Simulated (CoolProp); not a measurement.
m-xylene along the isotherm 346.85 °C: density (kg/m³) from the reference equation and from simpler models built on Tc = 343.7 °C, pc = 3.535 MPa, ω = 0.326; each cubic takes its own stable root.

Values from CoolProp's reference Helmholtz-energy equation of state, Zhou 2012.

```
p (MPa)          phase  reference
-------  -------------  ---------
0.0168             gas     0.3466
0.0271             gas     0.5597
0.0438             gas     0.9061
0.0707             gas      1.467
0.114              gas      2.375
0.185              gas      3.884
0.298              gas      6.332
0.482              gas      10.45
0.778              gas      17.47
1.26               gas      30.16
2.03               gas      55.16
3.28               gas      130.8
5.3      supercritical      462.2
```

How far does each simpler model (van der Waals, Soave-Redlich-Kwong) lie from the reference over these 13 states: mean and median of the absolute difference, and the worst?


- van der Waals: mean 4.2 %, median 0.6 %, worst -32.6 % at 346.85 °C and 5.3 MPa
- Soave-Redlich-Kwong: mean 2.3 %, median 0.2 %, worst -19.5 % at 346.85 °C and 5.3 MPa
